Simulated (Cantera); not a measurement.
Pb + H₂S + H₂ (metals in furnace atmospheres)

Feed: 1 mol Pb, 0.58 mol H₂S, a varied amount of H₂, held at 7.40 bar.

These are equilibrium values from Cantera (NASA tables, ideal gas, pure condensed phases), not measurements of a reactor. Candidate condensed phases: Pb, PbS, S; 10 gas species. Mutual solubility and eutectic melting of coexisting phases are not modelled. Rates play no part.

Stable condensed phases:

```
T in °C \ n(H₂) in mol
         4.4 6.8 9.3  12  14  17  19  21  24  26  29
   1475    A   A   A   A   A   A   A   A   A   B   B
   1375    A   A   A   A   A   A   A   A   A   A   A
   1275    A   A   A   A   A   A   A   A   A   A   A
   1175    A   A   A   A   A   A   A   A   A   A   A
   1075    A   A   A   A   A   A   A   A   A   A   A
    975    C   A   A   A   A   A   A   A   A   A   A
    875    C   C   C   A   A   A   A   A   A   A   A
    775    C   C   C   C   C   C   C   C   A   A   A
    675    C   C   C   C   C   C   C   C   C   C   C
    575    C   C   C   C   C   C   C   C   C   C   C
    475    C   C   C   C   C   C   C   C   C   C   C
    375    C   C   C   C   C   C   C   C   C   C   C
```

A: Pb; B: gas only; C: Pb + PbS.
